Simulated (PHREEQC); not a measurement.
1 kg of water holding 0.012 mol Na2SO4, 0.019 mol NaCl and 0.0047 mol MgSO4 is evaporated at 90 °C; the solids stay in contact with the brine. CO2 from the air is kept out. The run lets Bischofite, Bloedite, Brucite, Epsomite, Halite, Hexahydrite, Kieserite, Mirabilite, Thenardite, MgCl2_4H2O precipitate or redissolve, and no other solid.

The series has 28 steps of water left (kg), from 1 to 0.005012.

Equilibrium calculation in PHREEQC: Pitzer model, pitzer.dat.

Question: Which solids form, in which order, and at which step of the series does each first stand?

Answer: Thenardite from water left = 0.007427 kg.

Complexes and solids missing from the database can't appear. At this temperature some constants are extrapolated from 25 °C, and those without enthalpy data are left unchanged.
